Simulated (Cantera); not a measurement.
A perfectly stirred reactor is fed with CH4 : CO2 : H2 = 1 : 0.32 : 0.58 (molar parts), at 100.0 Torr; it is held at 1950 K, and followed from long to short residence time.

Model: GRI-Mech 3.0 (53 species, 325 reactions), integrated in Cantera. GRI-Mech 3.0 stops at C3 and has no aromatics, soot or wall deposition, so with more carbon than oxygen in the feed, carbon stays in small species such as C2H2 where larger ones or solid carbon would form.

Q: Predict: x(CH4) at τ = 27.0 s; x(CO2) at τ = 27.0 s; x(H2) at τ = 27.0 s; x(CO) at τ = 27.0 s; x(CH4) at τ = 0.100 s; x(CO2) at τ = 0.100 s; x(H2) at τ = 0.100 s; x(CO) at τ = 0.100 s.

A: 
| Item | Result |
|---|---|
| x(CH4) at τ = 27.0 s | 0.00150 |
| x(CO2) at τ = 27.0 s | 3.33e-5 |
| x(H2) at τ = 27.0 s | 0.692 |
| x(CO) at τ = 27.0 s | 0.198 |
| x(CH4) at τ = 0.100 s | 0.0246 |
| x(CO2) at τ = 0.100 s | 0.00545 |
| x(H2) at τ = 0.100 s | 0.637 |
| x(CO) at τ = 0.100 s | 0.156 |
